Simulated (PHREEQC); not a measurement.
HF is added in steps, without added water, to 1 kg of water holding 0.0016 mol NiSO4 and 0.00017 mol FeSO4, at 25 °C. No oxygen is let in. No CO2 enters from the air. The run lets Ni(OH)2, Ni4(OH)6SO4, Melanterite, Morenosite precipitate or redissolve, and no other solid.

Base run: PHREEQC, ion-association model, wateq4f.dat. Each further column changes one thing. The table gives HSO4- (mol/kgw).

```tsv
HF added (mol)	base	metal-ligand complexes left out	all activity coefficients set to 1	Debye-Hückel limiting law	Davies equation for every ion
0	4.75e-8	5.68e-8	6.06e-8	4.56e-8	4.71e-8
0.0004833	3.32e-5	3.70e-5	3.94e-5	3.21e-5	3.29e-5
0.0009667	5.50e-5	6.12e-5	6.47e-5	5.32e-5	5.45e-5
0.00145	7.22e-5	8.02e-5	8.45e-5	6.98e-5	7.15e-5
0.001933	8.67e-5	9.61e-5	0.000101	8.38e-5	8.58e-5
0.002417	9.94e-5	0.000110	0.000116	9.61e-5	9.84e-5
0.0029	0.000111	0.000123	0.000129	0.000107	0.000110
```

Fluoro complexes past AlF4- and FeF3 are missing from the database.
